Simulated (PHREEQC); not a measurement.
Solution (25 °C): 15 mmol/kgw HF, 0.11 mmol/kgw NH4F and 97 mmol/kgw H2SO4. Closed to the air; pH follows from the charge balance.

Equilibrium calculation in PHREEQC: ion-association model, phreeqc.dat.

| quantity | before | after |
|---|---|---|
| pH | 1.02 | 1.28 |
| ionic strength (mol/kgw) | 0.136 | 0.0758 |
| HSO4- (mol/kgw) | 0.0777 | 0.0350 |
| SO4-2 (mol/kgw) | 0.0192 | 0.0135 |
| F- (mol/kgw) | 0.000147 | 0.000247 |
| HF2- (mol/kgw) | 8.41e-6 | 1.41e-5 |

Task: What was changed between the two runs?
A) H2SO4 from 0.097 to 0.0485 mol/kgw
B) NH4F left out
C) temperature from 25 to 75 °C
D) temperature from 25 to 30 °C

Result: A, H2SO4 from 0.097 to 0.0485 mol/kgw

No solid was allowed to form.
